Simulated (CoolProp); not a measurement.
Properties of R123 at several states (Tc = 183.7 °C, pc = 3.662 MPa, ω = 0.282).

Computed with CoolProp (reference Helmholtz-energy equation of state, Younglove 1994). It is a modified Benedict-Webb-Rubin equation, recast in Helmholtz form.

```json
[
 {"T (°C)": "93.25", "p (MPa)": "0.361", "phase": "gas", "density (kg/m³)": "19.67", "cp (kJ/(kg K))": "0.7928", "isothermal compressibility (1/MPa)": "3.025", "expansivity (1/kK)": "3.619", "viscosity (µPa s)": "13.1"},
 {"T (°C)": "12.15", "p (MPa)": "0.133", "phase": "liquid", "density (kg/m³)": "1496", "cp (kJ/(kg K))": "1.004", "isothermal compressibility (1/MPa)": "0.001703", "expansivity (1/kK)": "1.663", "viscosity (µPa s)": "486"},
 {"T (°C)": "-53.05", "p (MPa)": "0.277", "phase": "liquid", "density (kg/m³)": "1650", "cp (kJ/(kg K))": "0.9367", "isothermal compressibility (1/MPa)": "0.0008465", "expansivity (1/kK)": "1.361", "viscosity (µPa s)": "1230"},
 {"T (°C)": "170.45", "p (MPa)": "0.536", "phase": "gas", "density (kg/m³)": "23.60", "cp (kJ/(kg K))": "0.8495", "isothermal compressibility (1/MPa)": "1.986", "expansivity (1/kK)": "2.774", "viscosity (µPa s)": "15.6"},
 {"T (°C)": "78.35", "p (MPa)": "0.231", "phase": "gas", "density (kg/m³)": "12.82", "cp (kJ/(kg K))": "0.7645", "isothermal compressibility (1/MPa)": "4.606", "expansivity (1/kK)": "3.490", "viscosity (µPa s)": "12.6"}
]
```

Viscosity comes from a separate model (Tanaka 1996).
